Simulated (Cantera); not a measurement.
Charge: 1 mol SiH2Cl2, 0.031 mol HCl, 160 mol N2, held at 1402 °C and 38000 Pa.

These are equilibrium values from Cantera (NASA tables, ideal gas, pure condensed phases), not measurements of a reactor. Candidate condensed phases: NH4Cl, Si, Si3N4; 28 gas species. The tables' values for SiCl3 are old estimates; treat these amounts as uncertain. Rates play no part.

Q: What is the equilibrium state?

A: 
| Item | Value |
|---|---|
| x(N2) | 0.988 |
| x(HCl) | 0.00796 |
| x(H2) | 0.00230 |
| x(SiCl2) | 0.00195 |
| x(SiCl3) | 0.000182 |
| x(SiCl4) | 3.53e-5 |
| x(Cl) | 2.44e-5 |
| x(H) | 9.03e-6 |
| x(SiHCl3) | 1.84e-6 |
| n(Si3N4(s)) | 0.217 mol |
| gas amount | 161.6 mol |
| log10 activity of Si(s) (absent) | -1.71 |
